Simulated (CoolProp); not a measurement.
Decamethyltetrasiloxane (MD2M) along the isobar 0.101 MPa: Z from the reference equation and from simpler models built on Tc = 599.4 K, pc = 1.144 MPa, ω = 0.635; each cubic takes its own stable root.

Values from CoolProp's reference Helmholtz-energy equation of state, Thol 2017.

```csv
T (K),phase,reference,van der Waals,Redlich-Kwong,Peng-Robinson
406.3,liquid,0.01258,0.9307,0.01538,0.01246
420.1,liquid,0.01242,0.9361,0.9127,0.01228
434,liquid,0.01229,0.9410,0.9208,0.01214
447.8,liquid,0.01219,0.9453,0.9278,0.01204
461.6,liquid,0.01212,0.9492,0.9339,0.01198
475.5,gas,0.9312,0.9527,0.9394,0.9213
489.3,gas,0.9382,0.9559,0.9443,0.9287
503.1,gas,0.9442,0.9588,0.9486,0.9354
517,gas,0.9496,0.9614,0.9526,0.9413
530.8,gas,0.9543,0.9638,0.9561,0.9466
544.7,gas,0.9585,0.9660,0.9593,0.9514
558.5,gas,0.9622,0.9681,0.9622,0.9556
572.3,gas,0.9655,0.9699,0.9648,0.9595
586.2,gas,0.9685,0.9717,0.9672,0.9629
600,gas,0.9712,0.9733,0.9694,0.9661
```

At some of these states van der Waals, Redlich-Kwong gives the other phase, because its saturation line lies elsewhere.
